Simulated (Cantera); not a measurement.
## Equilibrium for chlorosilane synthesis and conversion: Si + HCl + H₂

Charge: 1 mol Si, a varied amount of HCl, 8.1 mol H₂, equilibrated at 650 °C and 100000 Pa.

Cantera equilibrium calculation (NASA polynomials, part measured and part estimated; ideal gas, pure solids and liquids). Candidate condensed phases: Si; 19 gas species. The tables' values for SiCl₃ are old estimates; treat these amounts as uncertain. Rates play no part.

```json
[
 {"n(HCl) (mol)": "0.58", "x H₂": "0.978", "x SiCl₄": "0.00861", "x HCl": "0.00319", "x SiHCl₃": "0.00941", "x SiH₂Cl₂": "0.00101", "x SiCl₃": "5.67e-5", "x SiCl₂": "1.50e-5", "x SiH₃Cl": "2.66e-5", "n Si(s)": "0.837"},
 {"n(HCl) (mol)": "0.95", "x H₂": "0.966", "x SiCl₄": "0.0148", "x HCl": "0.00364", "x SiHCl₃": "0.0141", "x SiH₂Cl₂": "0.00131", "x SiCl₃": "8.53e-5", "x SiCl₂": "1.97e-5", "x SiH₃Cl": "2.99e-5", "n Si(s)": "0.733"},
 {"n(HCl) (mol)": "1.3", "x H₂": "0.956", "x SiCl₄": "0.0207", "x HCl": "0.00393", "x SiHCl₃": "0.0179", "x SiH₂Cl₂": "0.00152", "x SiCl₃": "0.000109", "x SiCl₂": "2.32e-5", "x SiH₃Cl": "3.20e-5", "n Si(s)": "0.636"},
 {"n(HCl) (mol)": "1.7", "x H₂": "0.945", "x SiCl₄": "0.0271", "x HCl": "0.00418", "x SiHCl₃": "0.0219", "x SiH₂Cl₂": "0.00173", "x SiCl₃": "0.000134", "x SiCl₂": "2.66e-5", "x SiH₃Cl": "3.36e-5", "n Si(s)": "0.525"},
 {"n(HCl) (mol)": "2.1", "x H₂": "0.935", "x SiCl₄": "0.0334", "x HCl": "0.00438", "x SiHCl₃": "0.0254", "x SiH₂Cl₂": "0.00189", "x SiCl₃": "0.000157", "x SiCl₂": "2.95e-5", "x SiH₃Cl": "3.49e-5", "n Si(s)": "0.415"},
 {"n(HCl) (mol)": "2.5", "x H₂": "0.925", "x SiCl₄": "0.0393", "x HCl": "0.00454", "x SiHCl₃": "0.0286", "x SiH₂Cl₂": "0.00204", "x SiCl₃": "0.000177", "x SiCl₂": "3.21e-5", "x SiH₃Cl": "3.58e-5", "n Si(s)": "0.304"},
 {"n(HCl) (mol)": "2.8", "x H₂": "0.919", "x SiCl₄": "0.0436", "x HCl": "0.00465", "x SiHCl₃": "0.0308", "x SiH₂Cl₂": "0.00213", "x SiCl₃": "0.000191", "x SiCl₂": "3.38e-5", "x SiH₃Cl": "3.63e-5", "n Si(s)": "0.222"},
 {"n(HCl) (mol)": "3.2", "x H₂": "0.910", "x SiCl₄": "0.0492", "x HCl": "0.00476", "x SiHCl₃": "0.0335", "x SiH₂Cl₂": "0.00224", "x SiCl₃": "0.000209", "x SiCl₂": "3.59e-5", "x SiH₃Cl": "3.69e-5", "n Si(s)": "0.112"},
 {"n(HCl) (mol)": "3.6", "x H₂": "0.902", "x SiCl₄": "0.0545", "x HCl": "0.00487", "x SiHCl₃": "0.0360", "x SiH₂Cl₂": "0.00234", "x SiCl₃": "0.000226", "x SiCl₂": "3.77e-5", "x SiH₃Cl": "3.73e-5", "n Si(s)": "0.00297"},
 {"n(HCl) (mol)": "4", "x H₂": "0.894", "x SiCl₄": "0.0746", "x HCl": "0.0158", "x SiHCl₃": "0.0151", "x SiH₂Cl₂": "0.000299", "x SiCl₃": "9.50e-5", "x SiCl₂": "4.87e-6", "x SiH₃Cl": "1.46e-6", "n Si(s)": "0"},
 {"n(HCl) (mol)": "4.4", "x H₂": "0.872", "x SiCl₄": "0.0807", "x HCl": "0.0410", "x SiHCl₃": "0.00612", "x SiH₂Cl₂": "4.55e-5", "x SiCl₃": "3.91e-5", "x SiCl₂": "7.60e-7", "x SiH₃Cl": "8.34e-8", "n Si(s)": "0"},
 {"n(HCl) (mol)": "4.7", "x H₂": "0.852", "x SiCl₄": "0.0808", "x HCl": "0.0633", "x SiHCl₃": "0.00388", "x SiH₂Cl₂": "1.83e-5", "x SiCl₃": "2.51e-5", "x SiCl₂": "3.13e-7", "x SiH₃Cl": "2.12e-8", "n Si(s)": "0"}
]
```
x: gas mole fraction; n: condensed amount in mol.

From 0.58 mol HCl to 3.6 mol HCl the condensed part is Si(s). From 4 mol HCl to 4.7 mol HCl nothing is condensed. The main Si-bearing gas is SiHCl₃ at 0.58 mol HCl and SiCl₄ at 4.7 mol HCl.
